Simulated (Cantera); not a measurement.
# Catalytic stagnation flow on Pt

A jet of H2 : O2 : N2 = 0.01 : 0.19 : 0.79 (molar parts), equivalence ratio 0.026 at 300 K and 0.0582 atm hits a platinum plate 2.1 cm away at a mass flux of 0.11 kg/m²/s; the plate temperature is set and raised in steps from an oxygen-covered start.

Cantera simulation using Deutschmann's 1995 Pt surface mechanism with GRI-Mech 3.0 gas chemistry; the numbers are that mechanism's predictions, not measurements. Catalytic surfaces can have several steady states; this one follows from the mechanism file's or the stated starting coverage.

```
plate T (K)  wall x H2  wall x O2  wall x H2O  wall x OH  θ free Pt   θ O*     θ OH*
-----------  ---------  ---------  ----------  ---------  ---------  -----  --------
700            0.00334      0.185      0.0130      <1e-8     0.0411  0.958   0.00113
750            0.00267      0.184      0.0142      <1e-8     0.0588  0.940   0.00100
800            0.00194      0.183      0.0155      <1e-8     0.0923  0.907  0.000960
850            0.00141      0.183      0.0164    1.12e-8      0.140  0.859  0.000914
900            0.00108      0.182      0.0170    3.48e-8      0.196  0.803  0.000847
```
x: mole fraction at the wall; θ: surface coverage.
